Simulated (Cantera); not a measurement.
A Cantera script and its output.

```python
import numpy as np
import cantera as ct

gas = ct.Solution("gri30.yaml")
gas.TPX = 1575, 450000, {'C3H8': 1, 'O2': 4.17, 'N2': 15.7}
reactor = ct.IdealGasReactor(gas, energy="on", clone=False)
net = ct.ReactorNet([reactor])
net.rtol, net.atol = 1e-08, 1e-16
show = ['C3H8', 'O2', 'HCO', 'CH2CO', 'H2O', 'CO2', 'H2']
times = np.geomspace(7e-06, 4, 10)

steps = ct.SolutionArray(gas, extra=["t"])
rows = []
print(f"{'t/s':>10s}{'T/K':>9s}{'P/Pa':>11s}" + "".join(f"{s:>11s}" for s in show))
for t in times:
    while net.time < t:
        t_next = net.step()
        steps.append(gas.state, t=t_next)
    rows.append([np.interp(t, steps.t, y) for y in (steps.T, steps.P, *steps(*show).X.T)])
    print(f"{t:10.3e}{rows[-1][0]:9.1f}{rows[-1][1]:11.4g}" + "".join(f"{x:11.3e}" for x in rows[-1][2:]))
rate = np.gradient(steps.T, steps.t)
print("integrator steps:", len(steps.t))
if steps.T.max() > steps.T[0] + 200:
    print(f"time of steepest temperature rise: {steps.t[rate.argmax()]:.4e} s")
gas.TPX = 1575, 450000, {'C3H8': 1, 'O2': 4.17, 'N2': 15.7}
gas.equilibrate("UV")
print(f"equilibrium (UV): T = {gas.T:.1f} K  " + "  ".join(f"{s} {gas[s].X[0]:.3e}" for s in show))
```

Output:

```
       t/s      T/K       P/Pa       C3H8         O2        HCO      CH2CO        H2O        CO2         H2
 7.000e-06   1574.4  4.566e+05  3.432e-02  1.915e-01  4.279e-06  2.512e-04  5.354e-03  8.952e-05  4.207e-03
 3.053e-05   3159.7   1.02e+06  1.662e-36  1.133e-02  7.050e-07  1.725e-14  1.244e-01  4.698e-02  2.756e-02
 1.332e-04   3143.0  1.015e+06  2.336e-36  9.542e-03  7.014e-07  1.845e-14  1.244e-01  4.606e-02  2.855e-02
 5.809e-04   3142.4  1.014e+06  2.363e-36  9.484e-03  7.013e-07  1.849e-14  1.244e-01  4.602e-02  2.859e-02
 2.534e-03   3142.4  1.014e+06  2.363e-36  9.484e-03  7.013e-07  1.849e-14  1.244e-01  4.602e-02  2.859e-02
 1.105e-02   3142.4  1.014e+06  2.363e-36  9.484e-03  7.013e-07  1.849e-14  1.244e-01  4.602e-02  2.859e-02
 4.820e-02   3142.4  1.014e+06  2.363e-36  9.484e-03  7.013e-07  1.849e-14  1.244e-01  4.602e-02  2.859e-02
 2.102e-01   3142.4  1.014e+06  2.363e-36  9.484e-03  7.013e-07  1.849e-14  1.244e-01  4.602e-02  2.859e-02
 9.171e-01   3142.4  1.014e+06  2.363e-36  9.484e-03  7.013e-07  1.849e-14  1.244e-01  4.602e-02  2.859e-02
 4.000e+00   3142.4  1.014e+06  2.363e-36  9.484e-03  7.013e-07  1.849e-14  1.244e-01  4.602e-02  2.859e-02
integrator steps: 1686
time of steepest temperature rise: 1.4674e-05 s
equilibrium (UV): T = 3142.4 K  C3H8 4.079e-36  O2 9.484e-03  HCO 7.013e-07  CH2CO 1.966e-14  H2O 1.244e-01  CO2 4.602e-02  H2 2.859e-02
```

Computed with Cantera and GRI-Mech 3.0 (53 species, 325 reactions). GRI-Mech 3.0 was tuned for natural gas; its chemistry of propane as a main component is partial and can be far from experiment. Above 3000 K some thermodynamic fits are extrapolated.
